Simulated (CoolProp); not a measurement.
Nitrogen at 298.15 K and 1.11 MPa is throttled through a valve to 0.146 MPa with no heat exchange. Each further row changes one setting.

Model: reference Helmholtz-energy equation of state, Span 2000, in CoolProp.

```json
[
 {"case": "as stated", "temperature change (K)": "-2.0", "final density (kg/m³)": "___"},
 {"case": "outlet pressure 0.0438 MPa", "temperature change (K)": "___", "final density (kg/m³)": "___"},
 {"case": "outlet pressure 0.19 MPa", "temperature change (K)": "-2.0", "final density (kg/m³)": "___"}
]
```

Problem. What belongs in the gaps?

Solution. 
- as stated, final density (kg/m³): 1.66
- outlet pressure 0.0438 MPa, temperature change (K): -2.3
- outlet pressure 0.0438 MPa, final density (kg/m³): 0.499
- outlet pressure 0.19 MPa, final density (kg/m³): 2.16
